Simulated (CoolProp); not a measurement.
Vapour-liquid equilibrium of diethyl ether (1) + n-hexane (2) at 116.55 °C; x and y are mole fractions of (1).

Values from CoolProp's multi-fluid Helmholtz-energy mixture model, Thol 2014 and Thol 2019; pair parameters Bell 2016.

Problem. Give the bubble pressure and the first vapour's composition at x = 0.35, 0.65, 0.95. Is there an azeotrope?

Solution. x = 0.35: 583.1 kPa, y = 0.545; x = 0.65: 745.3 kPa, y = 0.788; x = 0.95: 910.4 kPa, y = 0.973. No azeotrope shows between x = 0.05 and 0.95.

The pair parameters rest on a limited set of measurements; away from them the model extrapolates.
